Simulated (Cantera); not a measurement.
A Cantera script and its output.

```python
import numpy as np
import cantera as ct

gas = ct.Solution("gri30.yaml")
gas.TPX = 1275, 1300000, {'CH3OH': 0.0047, 'O2': 0.0024, 'N2': 1}
reactor = ct.IdealGasConstPressureReactor(gas, energy="off", clone=False)
net = ct.ReactorNet([reactor])
net.rtol, net.atol = 1e-08, 1e-18
show = ['CH3OH', 'O2', 'N2O', 'C2H4', 'HO2', 'OH', 'H2O']
times = np.geomspace(9e-06, 2, 11)

steps = ct.SolutionArray(gas, extra=["t"])
rows = []
print(f"{'t/s':>10s}{'T/K':>9s}{'P/Pa':>11s}" + "".join(f"{s:>11s}" for s in show))
for t in times:
    while net.time < t:
        t_next = net.step()
        steps.append(gas.state, t=t_next)
    rows.append([np.interp(t, steps.t, y) for y in (steps.T, steps.P, *steps(*show).X.T)])
    print(f"{t:10.3e}{rows[-1][0]:9.1f}{rows[-1][1]:11.4g}" + "".join(f"{x:11.3e}" for x in rows[-1][2:]))
rate = np.gradient(steps.T, steps.t)
print("integrator steps:", len(steps.t))
if steps.T.max() > steps.T[0] + 200:
    print(f"time of steepest temperature rise: {steps.t[rate.argmax()]:.4e} s")
gas.TPX = 1275, 1300000, {'CH3OH': 0.0047, 'O2': 0.0024, 'N2': 1}
gas.equilibrate("TP")
print(f"equilibrium (TP): T = {gas.T:.1f} K  " + "  ".join(f"{s} {gas[s].X[0]:.3e}" for s in show))
```

It prints:

```
       t/s      T/K       P/Pa      CH3OH         O2        N2O       C2H4        HO2         OH        H2O
 9.000e-06   1275.0    1.3e+06  4.667e-03  2.383e-03  2.360e-13  8.663e-13  8.169e-08  1.068e-09  7.621e-08
 3.083e-05   1275.0    1.3e+06  4.666e-03  2.383e-03  2.471e-12  9.857e-12  3.220e-07  1.115e-09  2.697e-07
 1.056e-04   1275.0    1.3e+06  4.663e-03  2.381e-03  3.000e-11  8.373e-11  1.253e-06  1.531e-09  1.010e-06
 3.616e-04   1275.0    1.3e+06  4.644e-03  2.375e-03  3.824e-10  3.205e-10  4.753e-06  6.223e-09  6.320e-06
 1.239e-03   1275.0    1.3e+06  2.621e-03  1.788e-03  9.124e-09  1.826e-09  5.628e-05  1.064e-06  1.017e-03
 4.243e-03   1275.0    1.3e+06  5.962e-10  1.252e-06  7.426e-09  6.493e-10  5.528e-09  7.575e-08  4.363e-03
 1.453e-02   1275.0    1.3e+06  1.253e-10  3.034e-07  3.988e-09  1.518e-09  6.082e-10  5.724e-09  4.341e-03
 4.977e-02   1275.0    1.3e+06  3.309e-11  1.505e-07  2.258e-09  1.338e-09  1.051e-10  1.369e-09  4.330e-03
 1.705e-01   1275.0    1.3e+06  1.149e-11  7.309e-08  6.026e-10  1.085e-09  1.987e-11  4.790e-10  4.319e-03
 5.839e-01   1275.0    1.3e+06  4.996e-12  2.702e-08  1.183e-11  9.025e-10  3.448e-12  2.150e-10  4.304e-03
 2.000e+00   1275.0    1.3e+06  3.256e-12  3.972e-09  6.064e-14  8.218e-10  3.499e-13  1.443e-10  4.276e-03
integrator steps: 2295
equilibrium (TP): T = 1275.0 K  CH3OH 3.515e-14  O2 8.715e-17  N2O 2.081e-15  C2H4 4.671e-16  HO2 3.036e-20  OH 1.102e-10  H2O 3.496e-03
```

Model: GRI-Mech 3.0 (53 species, 325 reactions), integrated in Cantera. GRI-Mech 3.0 was tuned for natural gas; its chemistry of methanol as a main component is partial and can be far from experiment. The pressure lies above the range GRI-Mech 3.0 was tuned for (to about 10 atm).
